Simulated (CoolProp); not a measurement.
Vapour pressure (kPa) of n-butane: the reference equation beside estimates from Tc = 425.1 K, pc = 3796 kPa, ω = 0.201. Clausius-Clapeyron is anchored at 295.5 K with a constant enthalpy of vaporisation of 21.17 kJ/mol.

Computed with CoolProp (reference Helmholtz-energy equation of state, Bücker 2006).

| T (K) | reference | Lee-Kesler | Clausius-Clapeyron | van der Waals | Redlich-Kwong | Soave-Redlich-Kwong | Peng-Robinson |
|---|---|---|---|---|---|---|---|
| 243.6 | 28.84 | 27.87 | 35.72 | 251.5 | 47.13 | 28.16 | 29.06 |
| 254 | 46.97 | 45.78 | 54.79 | 321.8 | 74.35 | 46.10 | 47.12 |
| 264.4 | 73.21 | 71.92 | 81.27 | 404.5 | 112.2 | 72.20 | 73.22 |
| 274.7 | ? | 108.2 | 116.6 | 499.4 | 162.5 | 108.4 | 109.2 |
| 285.1 | 158.8 | 158.0 | 163.5 | 609.2 | 228.7 | 158.0 | 158.3 |
| 295.5 | 223.9 | 223.7 | 223.9 | 734.0 | 312.7 | 223.6 | 223.1 |
| 305.8 | 306.6 | 307.4 | 299.2 | 873.0 | 415.9 | 307.3 | 305.6 |
| 316.2 | 411.8 | 413.8 | 393.5 | 1030 | 542.8 | 414.1 | 410.6 |
| 326.6 | 541.9 | 545.2 | 508.5 | 1203 | 694.9 | 546.6 | 540.9 |
| 336.9 | 698.8 | 703.5 | 645.3 | 1393 | 872.5 | 706.7 | 698.5 |
| 347.3 | 889.1 | 894.9 | 809.1 | 1602 | 1082 | 901.2 | ? |
| 357.7 | 1115 | 1122 | ? | 1830 | 1322 | 1132 | 1118 |
| 368 | 1378 | 1386 | 1222 | 2075 | 1595 | 1401 | 1385 |
| 378.4 | 1688 | 1696 | 1478 | 2342 | 1905 | 1717 | 1698 |

Question: What belongs in the gaps?

Answer: 
- 274.7, reference: 109.4
- 347.3, Peng-Robinson: 890.1
- 357.7, Clausius-Clapeyron: 1001

Absolute difference from the reference over all 14 rows, mean and median: Lee-Kesler 1.0 and 0.6 %, Clausius-Clapeyron 8.9 and 8.3 %, van der Waals 247.7 and 167.4 %, Redlich-Kwong 35.5 and 33.7 %, Soave-Redlich-Kwong 1.2 and 1.2 %, Peng-Robinson 0.3 and 0.3 %.
